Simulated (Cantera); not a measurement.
Cantera run:

```python
import numpy as np
import cantera as ct

gas_names = """
    Br Br2 H HBr H2 N NH NH2 NH3 N2 N2H2 N2H4 Si SiBr SiBr2 SiBr3 SiBr4 SiH SiHBr3 SiH2 SiH2Br2 SiH3
    SiH3Br SiH4 SiN Si2 Si2N Si3
""".split()
cond_names = """
    Br2(cr) Br2(L) Si(cr) Si(L) Si3N4(a)
""".split()


# ... load() reads the species with a 1 bar reference pressure and builds the phases ...
atoms = {
    'Si': {'Si': 1},
    'HBr': {'H': 1, 'Br': 1},
    'N2': {'N': 2},
}
top_T = {'Si3N4(a)': 2400}  # K; cautious upper limits of use, not melting points


# ... equilibrate(T, P, feed) seeds the gas with the atoms and calls Mixture.equilibrate('TP', solver="vcs", rtol=1e-11, max_steps=5000) ...
results = []
P = 1000  # Pa
for T in [700, 800, 900, 1000, 1100, 1200, 1300, 1400, 1500, 1600]:
    for m in [3.1, 4.5, 5.9, 7.2, 8.6, 10, 11, 13]:
        feed = {'Si': 1, 'HBr': m, 'N2': 78}  # mol
        mix = equilibrate(T, P, feed)
        results.append((T, P, feed, dict(zip(mix.species_names, mix.species_moles))))

for T, P, feed, n in results:
    print(f"{T:7g} {feed['HBr']:10.4g}  " + (" + ".join(c for c in cond_names if n.get(c, 0) > 1e-12) or "gas only"))
```

It prints:

```
    700        3.1  Si3N4(a)
    700        4.5  Si3N4(a)
    700        5.9  Si3N4(a)
    700        7.2  Si3N4(a)
    700        8.6  Si3N4(a)
    700         10  Si3N4(a)
    700         11  Si3N4(a)
    700         13  Si3N4(a)
    800        3.1  Si3N4(a)
    800        4.5  Si3N4(a)
    800        5.9  Si3N4(a)
    800        7.2  Si3N4(a)
    800        8.6  Si3N4(a)
    800         10  Si3N4(a)
    800         11  Si3N4(a)
    800         13  Si3N4(a)
    900        3.1  Si3N4(a)
    900        4.5  Si3N4(a)
    900        5.9  Si3N4(a)
    900        7.2  Si3N4(a)
    900        8.6  Si3N4(a)
    900         10  Si3N4(a)
    900         11  Si3N4(a)
    900         13  Si3N4(a)
   1000        3.1  Si3N4(a)
   1000        4.5  Si3N4(a)
   1000        5.9  Si3N4(a)
   1000        7.2  Si3N4(a)
   1000        8.6  Si3N4(a)
   1000         10  Si3N4(a)
   1000         11  Si3N4(a)
   1000         13  Si3N4(a)
   1100        3.1  Si3N4(a)
   1100        4.5  Si3N4(a)
   1100        5.9  Si3N4(a)
   1100        7.2  Si3N4(a)
   1100        8.6  Si3N4(a)
   1100         10  Si3N4(a)
   1100         11  Si3N4(a)
   1100         13  Si3N4(a)
   1200        3.1  Si3N4(a)
   1200        4.5  Si3N4(a)
   1200        5.9  Si3N4(a)
   1200        7.2  Si3N4(a)
   1200        8.6  Si3N4(a)
   1200         10  Si3N4(a)
   1200         11  Si3N4(a)
   1200         13  Si3N4(a)
   1300        3.1  Si3N4(a)
   1300        4.5  Si3N4(a)
   1300        5.9  Si3N4(a)
   1300        7.2  Si3N4(a)
   1300        8.6  Si3N4(a)
   1300         10  Si3N4(a)
   1300         11  Si3N4(a)
   1300         13  Si3N4(a)
   1400        3.1  Si3N4(a)
   1400        4.5  Si3N4(a)
   1400        5.9  Si3N4(a)
   1400        7.2  Si3N4(a)
   1400        8.6  Si3N4(a)
   1400         10  Si3N4(a)
   1400         11  Si3N4(a)
   1400         13  gas only
   1500        3.1  Si3N4(a)
   1500        4.5  Si3N4(a)
   1500        5.9  Si3N4(a)
   1500        7.2  gas only
   1500        8.6  gas only
   1500         10  gas only
   1500         11  gas only
   1500         13  gas only
   1600        3.1  Si3N4(a)
   1600        4.5  Si3N4(a)
   1600        5.9  gas only
   1600        7.2  gas only
   1600        8.6  gas only
   1600         10  gas only
   1600         11  gas only
   1600         13  gas only
```

These are equilibrium values from Cantera (NASA tables, ideal gas, pure condensed phases), not measurements of a reactor. N2 is the only nitrogen source here; it is nearly inert below about 1500 K, so the nitride shown seldom forms there in practice. The tables' values for SiBr3 are old estimates.
